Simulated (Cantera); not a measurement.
A perfectly stirred reactor is fed with CH4 : H2O = 1 : 4.4 (molar parts), at 1.60 bar; it is held at 2023 K, and followed from long to short residence time.

Cantera simulation using GRI-Mech 3.0 (53 species, 325 reactions); the numbers are that mechanism's predictions, not measurements.

**Question.** Predict: x(CH4) at τ = 8.80 s; x(H2O) at τ = 8.80 s; x(H) at τ = 8.80 s; x(O) at τ = 8.80 s; x(CH4) at τ = 31.0 ms; x(H2O) at τ = 31.0 ms; x(H) at τ = 31.0 ms; x(O) at τ = 31.0 ms.

**Answer.** 
```json
{
 "x(CH4) at τ = 8.80 s": "5.33e-5",
 "x(H2O) at τ = 8.80 s": "0.435",
 "x(H) at τ = 8.80 s": "0.000982",
 "x(O) at τ = 8.80 s": "1.72e-7",
 "x(CH4) at τ = 31.0 ms": "0.00783",
 "x(H2O) at τ = 31.0 ms": "0.462",
 "x(H) at τ = 31.0 ms": "0.000935",
 "x(O) at τ = 31.0 ms": "1.75e-7"
}
```
